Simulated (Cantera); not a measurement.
**Reactions in the system H-O-Sr**

Standard-state values (1 bar) from the NASA 1993 polynomials, evaluated with Cantera. Values are per mole of reaction as written; species without (g) are pure solids or liquids, kept so even where they would boil at 1 bar.

Sr + 2 H2O(g) ⇌ 2 H(g) + Sr(OH)2

```csv
T (K),ΔH° (kJ),ΔS° (J/K),ΔG° (kJ),log10 K
1675,54.2,14.0,30.7,-0.96
1775,60.5,17.7,29.1,-0.86
1875,66.7,21.1,27.2,-0.76
1975,72.7,24.2,24.9,-0.66
2075,78.5,27.1,22.4,-0.56
2175,84.3,29.8,19.5,-0.47
```
